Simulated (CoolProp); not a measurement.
Vapour pressure (MPa) of trans-2-butene: the reference equation beside estimates from Tc = 428.6 K, pc = 4.019 MPa, ω = 0.210. Clausius-Clapeyron is anchored at 354.7 K with a constant enthalpy of vaporisation of 17.36 kJ/mol.

Model: reference Helmholtz-energy equation of state, Lemmon 2005, in CoolProp. It is a short technical equation, of lower accuracy than the large ones.

```
T (K)  reference  Lee-Kesler  Clausius-Clapeyron  van der Waals  Redlich-Kwong  Soave-Redlich-Kwong  Peng-Robinson
-----  ---------  ----------  ------------------  -------------  -------------  -------------------  -------------
310.6     0.3408      0.3416              0.4458         0.9591         0.4676               0.3416         0.3393
321.6          ?      0.4652              0.5610          1.138         0.6151               0.4657         0.4614
332.6     0.6145      0.6191              0.6954          1.336         0.7927               0.6210         0.6142
343.7     0.8026      0.8095              0.8516          1.558          1.005               0.8138         0.8040
354.7      1.028       1.037               1.028          1.799          1.252                1.045          1.032
365.8      1.300       1.311               1.229          2.064          1.539                1.325          1.308
376.8      1.619       1.632               1.452          2.350          1.865                1.652          1.633
387.9      1.997       2.012               1.701          2.663          2.238                    ?          2.017
398.9      2.434       2.450               1.974          2.996          2.653                2.481          2.460
410        2.948           ?               2.274              ?              ?                2.994          2.977
421        3.543       3.556               2.598          3.740          3.634                3.574          3.565
```

**Question.** Complete the blanks.

**Answer.** 
- 321.6, reference: 0.4627
- 387.9, Soave-Redlich-Kwong: 2.038
- 410, Lee-Kesler: 2.964
- 410, van der Waals: 3.357
- 410, Redlich-Kwong: 3.120

Absolute difference from the reference over all 11 rows, mean and median: Lee-Kesler 0.7 and 0.7 %, Clausius-Clapeyron 15.5 and 14.8 %, van der Waals 72.2 and 58.8 %, Redlich-Kwong 19.0 and 18.4 %, Soave-Redlich-Kwong 1.4 and 1.6 %, Peng-Robinson 0.6 and 0.6 %.
